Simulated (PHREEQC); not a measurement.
HF is added in steps, without added water, to 1 kg of water holding 0.0025 mol NaHS, 0.0048 mol HCl and 5.8e-05 mol FeCl2, at 25 °C. The system is closed to oxygen. No CO2 enters from the air. Only these solids could form: Mackinawite, Halite.

Base run: PHREEQC, ion-association model, phreeqc.dat. Each further column changes one thing. The table gives F- (mol/kgw).

```json
[
 {"HF added (mol)": "0", "base": "0", "database wateq4f.dat": "0", "Davies equation for every ion": "0", "all activity coefficients set to 1": "0", "metal-ligand complexes left out": "0"},
 {"HF added (mol)": "0.001406", "base": "0.000320", "database wateq4f.dat": "0.000319", "Davies equation for every ion": "0.000322", "all activity coefficients set to 1": "0.000287", "metal-ligand complexes left out": "0.000320"},
 {"HF added (mol)": "0.002812", "base": "0.000593", "database wateq4f.dat": "0.000588", "Davies equation for every ion": "0.000595", "all activity coefficients set to 1": "0.000533", "metal-ligand complexes left out": "0.000593"},
 {"HF added (mol)": "0.004219", "base": "0.000834", "database wateq4f.dat": "0.000824", "Davies equation for every ion": "0.000837", "all activity coefficients set to 1": "0.000751", "metal-ligand complexes left out": "0.000834"},
 {"HF added (mol)": "0.005625", "base": "0.00105", "database wateq4f.dat": "0.00104", "Davies equation for every ion": "0.00106", "all activity coefficients set to 1": "0.000948", "metal-ligand complexes left out": "0.00105"},
 {"HF added (mol)": "0.007031", "base": "0.00125", "database wateq4f.dat": "0.00123", "Davies equation for every ion": "0.00126", "all activity coefficients set to 1": "0.00113", "metal-ligand complexes left out": "0.00125"},
 {"HF added (mol)": "0.007969", "base": "0.00138", "database wateq4f.dat": "0.00135", "Davies equation for every ion": "0.00138", "all activity coefficients set to 1": "0.00124", "metal-ligand complexes left out": "0.00138"},
 {"HF added (mol)": "0.009375", "base": "0.00156", "database wateq4f.dat": "0.00152", "Davies equation for every ion": "0.00156", "all activity coefficients set to 1": "0.00140", "metal-ligand complexes left out": "0.00156"},
 {"HF added (mol)": "0.01078", "base": "0.00172", "database wateq4f.dat": "0.00168", "Davies equation for every ion": "0.00173", "all activity coefficients set to 1": "0.00155", "metal-ligand complexes left out": "0.00173"},
 {"HF added (mol)": "0.01219", "base": "0.00188", "database wateq4f.dat": "0.00183", "Davies equation for every ion": "0.00189", "all activity coefficients set to 1": "0.00170", "metal-ligand complexes left out": "0.00188"},
 {"HF added (mol)": "0.01359", "base": "0.00203", "database wateq4f.dat": "0.00197", "Davies equation for every ion": "0.00204", "all activity coefficients set to 1": "0.00183", "metal-ligand complexes left out": "0.00204"},
 {"HF added (mol)": "0.015", "base": "0.00218", "database wateq4f.dat": "0.00210", "Davies equation for every ion": "0.00219", "all activity coefficients set to 1": "0.00196", "metal-ligand complexes left out": "0.00218"}
]
```

Fluoro complexes past AlF4- and FeF3 are missing from the database. The polysulfide entries of wateq4f.dat were taken out for this run. phreeqc.dat and wateq4f.dat share most of their constants, so their agreement is no independent check. Solids allowed in the column 'database wateq4f.dat': FeS(ppt), Halite.
